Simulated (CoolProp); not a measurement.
Octamethylcyclotetrasiloxane (D4) along the isobar 15.7 bar: density (kg/m³) from the reference equation and from simpler models built on Tc = 313.4 °C, pc = 13.47 bar, ω = 0.598; each cubic takes its own stable root.

Model: reference Helmholtz-energy equation of state, Thol 2015, in CoolProp.

| T (°C) | phase | reference |
|---|---|---|
| 256.65 | liquid | 647.1 |
| 265.65 | liquid | 629.1 |
| 274.65 | liquid | 609.3 |
| 283.65 | liquid | 587.3 |
| 292.75 | liquid | 561.5 |
| 301.75 | liquid | 530.2 |
| 310.75 | liquid | 487.2 |
| 319.75 | supercritical | 401.3 |
| 328.85 | supercritical | 229.6 |
| 337.85 | supercritical | 181.6 |
| 346.85 | supercritical | 159.7 |

Problem. How far does each simpler model (van der Waals, Redlich-Kwong, Soave-Redlich-Kwong, Peng-Robinson) lie from the reference over these 11 states: mean and median of the absolute difference, and the worst?

Solution. 
- van der Waals: mean 30.5 %, median 36.3 %, worst -38.9 % at 256.65 °C and 15.7 bar
- Redlich-Kwong: mean 17.3 %, median 19.1 %, worst -21.3 % at 301.75 °C and 15.7 bar
- Soave-Redlich-Kwong: mean 13.2 %, median 13.4 %, worst -20.5 % at 319.75 °C and 15.7 bar
- Peng-Robinson: mean 4.5 %, median 2.5 %, worst -13.4 % at 319.75 °C and 15.7 bar
